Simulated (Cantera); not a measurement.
A closed system holds: 1 mol B2H6, a varied amount of NH3, 0.83 mol N2, held at 1802 °C and 8.25 Torr.

Cantera equilibrium calculation (NASA polynomials, part measured and part estimated; ideal gas, pure solids and liquids). Candidate condensed phases: B, BN; 15 gas species. The feed counts by its element totals alone. Mutual solubility and eutectic melting of coexisting phases are not modelled. The numbers say what is thermodynamically allowed, not how fast it happens.

Task: Which condensed phases are stable at each of these points (n(NH3) (mol)): 0.27, 0.4, 0.58, 0.85, 1.2, 1.8, 2.6, 3.8, 5.5?

Result: 
```csv
n(NH3) (mol),condensed phases,B condensed (%)
0.27,B(s) + BN(s),99.9
0.4,B(s) + BN(s),99.9
0.58,B(s) + BN(s),99.9
0.85,BN(s),99.9
1.2,BN(s),99.9
1.8,BN(s),99.9
2.6,BN(s),99.9
3.8,BN(s),99.9
5.5,BN(s),99.8
```

From 0.27 mol NH3 to 0.58 mol NH3 the condensed part is B(s) + BN(s). From 0.85 mol NH3 to 5.5 mol NH3 the condensed part is BN(s).
